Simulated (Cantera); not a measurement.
A Cantera script and its output.

```python
import numpy as np
import cantera as ct

gas = ct.Solution("SiF4_NH3_mec.yaml", "gas")
gas.TPX = 1850, 120000, {'NH3': 1, 'H2': 0.28}
reactor = ct.IdealGasConstPressureReactor(gas, energy="off", clone=False)
net = ct.ReactorNet([reactor])
net.rtol, net.atol = 1e-08, 1e-18
show = ['NH3', 'H2', 'N2', 'N2H4', 'NH']
times = np.geomspace(0.0004, 200, 9)

steps = ct.SolutionArray(gas, extra=["t"])
rows = []
print(f"{'t/s':>10s}{'T/K':>9s}{'P/Pa':>11s}" + "".join(f"{s:>11s}" for s in show))
for t in times:
    while net.time < t:
        t_next = net.step()
        steps.append(gas.state, t=t_next)
    rows.append([np.interp(t, steps.t, y) for y in (steps.T, steps.P, *steps(*show).X.T)])
    print(f"{t:10.3e}{rows[-1][0]:9.1f}{rows[-1][1]:11.4g}" + "".join(f"{x:11.3e}" for x in rows[-1][2:]))
rate = np.gradient(steps.T, steps.t)
print("integrator steps:", len(steps.t))
if steps.T.max() > steps.T[0] + 200:
    print(f"time of steepest temperature rise: {steps.t[rate.argmax()]:.4e} s")
gas.TPX = 1850, 120000, {'NH3': 1, 'H2': 0.28}
gas.equilibrate("TP")
print(f"equilibrium (TP): T = {gas.T:.1f} K  " + "  ".join(f"{s} {gas[s].X[0]:.3e}" for s in show))
```

Output:

```
       t/s      T/K       P/Pa        NH3         H2         N2       N2H4         NH
 4.000e-04   1850.0    1.2e+05  7.791e-01  2.199e-01  3.984e-04  4.501e-07  3.783e-06
 2.063e-03   1850.0    1.2e+05  7.696e-01  2.268e-01  3.081e-03  4.462e-07  3.813e-06
 1.064e-02   1850.0    1.2e+05  7.231e-01  2.603e-01  1.613e-02  4.083e-07  3.790e-06
 5.485e-02   1850.0    1.2e+05  5.404e-01  3.917e-01  6.745e-02  2.720e-07  3.562e-06
 2.828e-01   1850.0    1.2e+05  1.868e-01  6.460e-01  1.668e-01  5.990e-08  2.391e-06
 1.459e+00   1850.0    1.2e+05  1.928e-02  7.665e-01  2.138e-01  1.483e-09  5.862e-07
 7.521e+00   1850.0    1.2e+05  2.200e-03  7.787e-01  2.186e-01  2.346e-11  8.152e-08
 3.878e+01   1850.0    1.2e+05  3.769e-04  7.800e-01  2.191e-01  6.952e-13  1.411e-08
 2.000e+02   1850.0    1.2e+05  7.183e-05  7.803e-01  2.192e-01  2.526e-14  2.689e-09
integrator steps: 1497
equilibrium (TP): T = 1850.0 K  NH3 1.015e-05  H2 7.803e-01  N2 2.192e-01  N2H4 5.062e-16  NH 3.798e-10
```

Cantera simulation using the gas-phase N/H chemistry of the illustrative SiF4/NH3 mechanism in the Surface Chemkin manual (1991); the numbers are that mechanism's predictions, not measurements. Walls and surfaces, which speed up NH3 decomposition in real reactors, are not modelled.
